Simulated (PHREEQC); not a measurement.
Consider water at 25 °C with 0.034 mol ZnCl2 per kg of water. Closed to the air; pH follows from the charge balance.

All values are PHREEQC results (ion-association model, phreeqc.dat), not measurements.

Precipitation was switched off in this run.

### Question
What pH, density does the model give?

### Answer
pH 5.26; density 1.001 g/cm³.

### Question
In which forms is Cl present?

### Answer
Cl- 97 %, ZnCl+ 3.1 % of the Cl.
